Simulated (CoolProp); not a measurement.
A simple Rankine cycle with p-xylene: condensing at 323.15 K, boiler at 0.189 MPa, turbine inlet 476.5 K, turbine efficiency 0.6, pump efficiency 0.6, no recuperator. Each further row changes one setting.

Model: reference Helmholtz-energy equation of state, Zhou 2012, in CoolProp.

```csv
case,thermal efficiency (%),net work (kJ/kg),heat in (kJ/kg),turbine exit temperature (K),volume ratio over the turbine
as stated,12.2,75.8,620,429.4,41.2
turbine inlet 496.5 K,12.1,79.5,658,449.5,41.1
condensing temperature 315.15 K,13.1,83.0,634,425.0,60.3
boiler pressure 0.132 MPa,11.2,69.6,622,434.4,28.6
turbine efficiency 0.5,10.2,63.1,620,436.9,41.9
```
